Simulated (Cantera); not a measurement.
Input: 1 mol Cr2O3, 8.1 mol H2, 2.7 mol N2, equilibrated at 690 Torr.

Equilibrium computed with Cantera from the NASA thermochemical tables; the gas is ideal and each condensed phase is pure. Candidate condensed phases: Cr, CrN, Cr2N, Cr2O3, H2O; 29 gas species. Mutual solubility and eutectic melting of coexisting phases are not modelled. Kinetics and transport are ignored.

log p: log10 of the partial pressure in bar; n: condensed amount in mol.

```json
[
 {"T (°C)": "552", "log p H2": "-0.16", "log p N2": "-0.64", "log p H2O": "-4.66", "log p Cr": "<-12", "n Cr2O3(s)": "1.000", "n CrN(s)": "0", "n Cr2N(s)": "0", "n Cr(s)": "0"},
 {"T (°C)": "652", "log p H2": "-0.16", "log p N2": "-0.64", "log p H2O": "___", "log p Cr": "<-12", "n Cr2O3(s)": "1.000", "n CrN(s)": "___", "n Cr2N(s)": "0", "n Cr(s)": "0"},
 {"T (°C)": "752", "log p H2": "-0.16", "log p N2": "-0.64", "log p H2O": "-4.01", "log p Cr": "<-12", "n Cr2O3(s)": "1.000", "n CrN(s)": "0.000765", "n Cr2N(s)": "0", "n Cr(s)": "0"},
 {"T (°C)": "852", "log p H2": "-0.16", "log p N2": "-0.64", "log p H2O": "-3.78", "log p Cr": "-11.86", "n Cr2O3(s)": "0.999", "n CrN(s)": "0.00131", "n Cr2N(s)": "0", "n Cr(s)": "0"},
 {"T (°C)": "952", "log p H2": "-0.16", "log p N2": "-0.64", "log p H2O": "-3.58", "log p Cr": "-9.96", "n Cr2O3(s)": "0.999", "n CrN(s)": "0.00204", "n Cr2N(s)": "0", "n Cr(s)": "0"},
 {"T (°C)": "1052", "log p H2": "-0.16", "log p N2": "-0.64", "log p H2O": "-3.35", "log p Cr": "-8.46", "n Cr2O3(s)": "0.998", "n CrN(s)": "0", "n Cr2N(s)": "0.00175", "n Cr(s)": "0"},
 {"T (°C)": "1152", "log p H2": "-0.16", "log p N2": "-0.64", "log p H2O": "-3.11", "log p Cr": "-7.23", "n Cr2O3(s)": "0.997", "n CrN(s)": "0", "n Cr2N(s)": "0.00301", "n Cr(s)": "0"},
 {"T (°C)": "1252", "log p H2": "-0.16", "log p N2": "-0.64", "log p H2O": "-2.91", "log p Cr": "-6.16", "n Cr2O3(s)": "0.995", "n CrN(s)": "0", "n Cr2N(s)": "0.00482", "n Cr(s)": "0"},
 {"T (°C)": "1352", "log p H2": "-0.16", "log p N2": "-0.64", "log p H2O": "-2.73", "log p Cr": "-5.23", "n Cr2O3(s)": "0.993", "n CrN(s)": "0", "n Cr2N(s)": "0.00726", "n Cr(s)": "0"},
 {"T (°C)": "1452", "log p H2": "-0.16", "log p N2": "-0.64", "log p H2O": "___", "log p Cr": "___", "n Cr2O3(s)": "0.988", "n CrN(s)": "0", "n Cr2N(s)": "0", "n Cr(s)": "___"},
 {"T (°C)": "1552", "log p H2": "-0.16", "log p N2": "-0.64", "log p H2O": "-2.30", "log p Cr": "-3.88", "n Cr2O3(s)": "0.981", "n CrN(s)": "0", "n Cr2N(s)": "0", "n Cr(s)": "0.0374"},
 {"T (°C)": "1652", "log p H2": "-0.17", "log p N2": "-0.64", "log p H2O": "-2.12", "log p Cr": "-3.32", "n Cr2O3(s)": "0.970", "n CrN(s)": "0", "n Cr2N(s)": "0", "n Cr(s)": "0.0537"},
 {"T (°C)": "1752", "log p H2": "-0.17", "log p N2": "-0.64", "log p H2O": "-1.96", "log p Cr": "-2.82", "n Cr2O3(s)": "0.957", "n CrN(s)": "0", "n Cr2N(s)": "0", "n Cr(s)": "0.0688"},
 {"T (°C)": "1852", "log p H2": "-0.17", "log p N2": "-0.64", "log p H2O": "-1.81", "log p Cr": "-2.37", "n Cr2O3(s)": "0.939", "n CrN(s)": "0", "n Cr2N(s)": "0", "n Cr(s)": "0.0715"}
]
```

Problem. Some entries are withheld; supply them.

Solution. 
- 1452, log p H2O: -2.51
- 1452, log p Cr: -4.51
- 1452, n Cr(s): 0.0239
- 652, log p H2O: -4.30
- 652, n CrN(s): 0.000394
